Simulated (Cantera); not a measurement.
Input (Python, Cantera) and output of one run.

```python
import numpy as np
import cantera as ct

gas_names = """
    CL CL2 H HCL H2 Si SiCL SiCL2 SiCL3 SiCL4 SiH SiHCL3 SiH2 SiH2CL2 SiH3 SiH3CL SiH4 Si2 Si3
""".split()
cond_names = """
    Si(cr) Si(L)
""".split()


def load(file, names, dense=False):
    # The tables refer to 1 bar. Condensed volumes are neglected.
    table = {s.name: s for s in ct.Species.list_from_file(file)}
    out = []
    for n in names:
        d = dict(table[n].input_data)
        d["thermo"] = dict(d["thermo"], **{"reference-pressure": 1e5})
        if dense:
            d["equation-of-state"] = {"model": "constant-volume", "density": "1e6 g/cm^3"}
        out.append(ct.Species.from_dict(d))
    return out


gas = ct.Solution(thermo="ideal-gas", species=load("nasa_gas.yaml", gas_names))
cond = {s.name: ct.Solution(thermo="fixed-stoichiometry", species=[s], name=s.name)
        for s in load("nasa_condensed.yaml", cond_names, dense=True)}
atoms = {
    'Si2Cl6': {'Si': 2, 'CL': 6},
    'Cl2': {'CL': 2},
    'H2': {'H': 2},
}
top_T = {}  # K; cautious upper limits of use, not melting points


def equilibrate(T, P, feed):
    n = {}
    for name, mol in feed.items():
        for a, k in atoms[name].items():
            n[a] = n.get(a, 0.0) + k * mol
    gas.TPX = T, P, n
    mass = sum(n.values()) * gas.mean_molecular_weight
    gas.equilibrate("TP")
    valid = [c for c in cond.values() if c.min_temp <= T <= top_T.get(c.name, c.max_temp)]
    mix = ct.Mixture([(gas, mass / gas.mean_molecular_weight)] + [(c, 0.0) for c in valid])
    mix.T, mix.P = T, P
    mix.equilibrate("TP", solver="vcs", rtol=1e-11, max_steps=5000)
    return mix


results = []
feed = {'Si2Cl6': 1, 'Cl2': 0.01, 'H2': 13}  # mol
T = 1700  # K
P = 13000  # Pa
mix = equilibrate(T, P, feed)
results.append((T, P, feed, dict(zip(mix.species_names, mix.species_moles))))
print(gas.report(threshold=0.0001))
for i in range(1, mix.n_phases):
    print(f"{mix.phase(i).name:16s} {mix.phase_moles(i):12.5e} mol")
```

Result:

```
       temperature   1700 K
          pressure   13000 Pa
           density   0.016695 kg/m^3
  mean mol. weight   18.152 kg/kmol
   phase of matter   gas

                          1 kg             1 kmol
                     ---------------   ---------------
          enthalpy         7.454e+05        1.3531e+07  J
   internal energy            -33264       -6.0383e+05  J
           entropy             13072         2.373e+05  J/K
    Gibbs function       -2.1478e+07       -3.8987e+08  J
 heat capacity c_p            2000.4             36313  J/K
 heat capacity c_v            1542.4             27998  J/K

                      mass frac. Y      mole frac. X     chem. pot. / RT
                     ---------------   ---------------   ---------------
                 H        1.9529e-05        0.00035168           -10.658
               HCL           0.29616           0.14746           -36.273
                H2          0.082247           0.74056           -21.316
             SiCL2           0.57353           0.10518           -56.154
             SiCL3          0.038738         0.0052307           -81.769
             SiCL4         0.0047929        0.00051213           -107.38
            SiHCL3         0.0037132        0.00049765           -92.427
     [  +12 minor]        0.00080431        0.00021378

Si(L)             2.19853e-01 mol
```

Equilibrium computed with Cantera from the NASA thermochemical tables; the gas is ideal and each condensed phase is pure. The feed counts by its element totals alone. The tables' values for SiCl3, SiCl are old estimates; treat these amounts as uncertain. Gases not in the tables: Si2H6 and higher silanes.
